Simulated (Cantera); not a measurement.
Charge: 1 mol TiCl₄, 0.42 mol CH₄, 24 mol H₂, 0.53 mol C₃H₈, held at 1350 °C and 0.133 bar.

Cantera equilibrium calculation (NASA polynomials, part measured and part estimated; ideal gas, pure solids and liquids). Candidate condensed phases: C, C₆H₆, C₇H₈, C₈H₁₈, Ti, TiC, TiCl₂, TiCl₃, TiCl₄; 96 gas species. The tables' values for TiCl₂ are old estimates; treat these amounts as uncertain. TiC: taken at fixed stoichiometry. The numbers say what is thermodynamically allowed, not how fast it happens.

Base state: H₂ 0.862, HCl 0.137, TiCl₃ 0.000261, H 0.000176, CH₄ 0.000147, C₂H₂ (acetylene) 3.00e-5, Cl 2.20e-5, TiCl₄ 2.06e-5 (mole fractions); condensed: C(graphite) + TiC(s).

Q: What changes in the equilibrium state with this change: pressure from 0.133 bar to 1.20 mbar?

A: 
```csv
species,before,after
H₂,0.862,0.860
HCl,0.137,0.138
H,0.000176,0.00185
TiCl₃,0.000261,2.51e-5
CH₄,0.000147,1.32e-6
TiCl₄,2.06e-5,1.88e-7
Cl,2.20e-5,0.000233
TiCl₂,1.03e-5,1.04e-5
"C(graphite), mol",1.01,1.01
"TiC(s), mol",0.992,0.999
```
